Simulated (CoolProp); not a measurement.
Vapour-liquid equilibrium of 1-butene (1) + n-butane (2) at 0.0121 MPa; x and y are mole fractions of (1).

The numbers come from the multi-fluid Helmholtz-energy mixture model, Lemmon 2005 and Bücker 2006; pair parameters Bell 2016 in CoolProp.

```
x     bubble temperature, mixture model (°C)  bubble temperature, Raoult's law (°C)  y, mixture model  y, Raoult's law
----  --------------------------------------  -------------------------------------  ----------------  ---------------
0.05                                   -46.1                                  -46.1             0.066            0.064
0.2                                    -47.0                                  -46.9             0.252            0.247
0.35                                   -47.8                                  -47.6             0.421            0.414
0.5                                    -48.6                                  -48.3             0.572            0.568
0.65                                   -49.3                                  -49.0             0.708            0.709
0.8                                    -49.8                                  -49.7             0.835            0.840
0.95                                   -50.3                                  -50.3             0.959            0.962
```

The largest gap from Raoult's law is -0.3 K in bubble temperature, at x = 0.5. No azeotrope shows between x = 0.05 and 0.95.

Pair parameters are fitted to limited data, so mixtures are less certain than the pure fluids.
